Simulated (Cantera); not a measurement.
Mixture: CH₄ : O₂ : N₂ : CO₂ = 1 : 3.23 : 12.1 : 0.78 (molar parts), equivalence ratio 0.62, at 8250 Torr, adiabatic and at constant pressure. Ignition delay is the time to a rise of 400 K.

Cantera simulation using GRI-Mech 3.0 (53 species, 325 reactions); the numbers are that mechanism's predictions, not measurements.

Problem. What does this change do: pressure from 8250 Torr to 2550 Torr?

Solution. 
```
quantity                                                before       after
--------------------------------------------------  ----------  ----------
delay at 1273 K                                        1.55 ms     4.88 ms
delay at 1323 K                                       0.891 ms     2.68 ms
delay at 1373 K                                       0.527 ms     1.52 ms
delay at 1423 K                                       0.320 ms    0.883 ms
delay at 1473 K                                       0.198 ms    0.530 ms
delay at 1523 K                                       0.126 ms    0.327 ms
apparent activation energy between 1423 and 1523 K  170 kJ/mol  180 kJ/mol
```

Problem. What does this change do: constant volume in place of constant pressure?

Solution. 
| quantity | before | after |
|---|---|---|
| delay at 1273 K | 1.55 ms | 1.48 ms |
| delay at 1323 K | 0.891 ms | 0.848 ms |
| delay at 1373 K | 0.527 ms | 0.500 ms |
| delay at 1423 K | 0.320 ms | 0.302 ms |
| delay at 1473 K | 0.198 ms | 0.187 ms |
| delay at 1523 K | 0.126 ms | 0.118 ms |
| apparent activation energy between 1423 and 1523 K | 170 kJ/mol | 170 kJ/mol |
